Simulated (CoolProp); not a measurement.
A Linde-Hampson liquefier for nitrogen: isothermal reversible compression at 230 K from 1 atm to 40 MPa, throttling to 1 atm, return gas leaving the recuperator 10 K below the feed. Each further row changes one setting.

The numbers come from the reference Helmholtz-energy equation of state, Span 2000 in CoolProp.

```tsv
case	liquid yield per pass	compression work (kJ/kg of gas)
as stated	0.166	403
high pressure 80 MPa	0.111	476
warm-end temperature 260 K	0.116	463
warm-end gap 15 K	0.153	403
```
